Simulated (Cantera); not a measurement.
Charge: 1 mol Si, 0.84 mol Cl2, 1.5 mol H2, held at 625 °C and 1 atm.

Method: chemical equilibrium by Gibbs-energy minimisation in Cantera with the NASA 1993 tables (ideal gas, pure condensed phases). Candidate condensed phases: Si; 19 gas species. The tables' values for SiCl3 are old estimates; treat these amounts as uncertain. The numbers say what is thermodynamically allowed, not how fast it happens.

Base state: H2 0.753, SiCl4 0.163, SiHCl3 0.0759, HCl 0.00451, SiH2Cl2 0.00334, SiCl3 0.000351, SiCl2 3.65e-5, SiH3Cl 3.59e-5 (mole fractions); condensed: Si(s).

Problem. What changes in the equilibrium state with this change: temperature from 625 °C to 400 °C?

Solution. 
| species | before | after |
|---|---|---|
| H2 | 0.753 | 0.754 |
| SiCl4 | 0.163 | 0.160 |
| SiHCl3 | 0.0759 | 0.0830 |
| HCl | 0.00451 | 0.000184 |
| SiCl2 | 3.65e-5 | 2.86e-8 |
| SiCl3 | 0.000351 | 3.13e-6 |
| SiH3Cl | 3.59e-5 | 1.78e-5 |
| Si(s), mol | 0.543 | 0.539 |
